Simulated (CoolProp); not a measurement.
Saturation properties of methane (Tc = 190.6 K, pc = 4.599 MPa, ω = 0.011).

Model: reference Helmholtz-energy equation of state, Setzmann 1991, in CoolProp.

| T (K) | p (MPa) | liquid cp (kJ/(kg K)) | surface tension (mN/m) | liquid conductivity (mW/(m K)) |
|---|---|---|---|---|
| 130.6 | 0.3807 | 3.666 | 9.29 | 157 |
| 132.4 | 0.4231 | 3.690 | 8.96 | 154 |
| 134.3 | 0.4715 | 3.717 | 8.60 | 152 |
| 136.1 | 0.5210 | 3.745 | 8.27 | 149 |
| 138 | 0.5773 | 3.777 | 7.92 | 146 |
| 139.8 | 0.6346 | 3.809 | 7.60 | 144 |
| 141.7 | 0.6994 | 3.846 | 7.25 | 141 |
| 143.5 | 0.7651 | 3.883 | 6.93 | 139 |
| 145.4 | 0.8392 | 3.926 | 6.59 | 136 |
| 147.2 | 0.9141 | 3.971 | 6.27 | 133 |
| 149.1 | 0.9982 | 4.022 | 5.94 | 131 |
| 150.9 | 1.083 | 4.074 | 5.63 | 128 |
| 152.8 | 1.178 | 4.136 | 5.30 | 125 |
| 154.6 | 1.273 | 4.199 | 5.00 | 123 |
| 156.5 | 1.380 | 4.274 | 4.68 | 120 |

It boils at 111.7 K under 1 atm.

Thermal conductivity comes from a separate model (Friend 1989). Surface tension comes from a separate correlation (Mulero 2012).
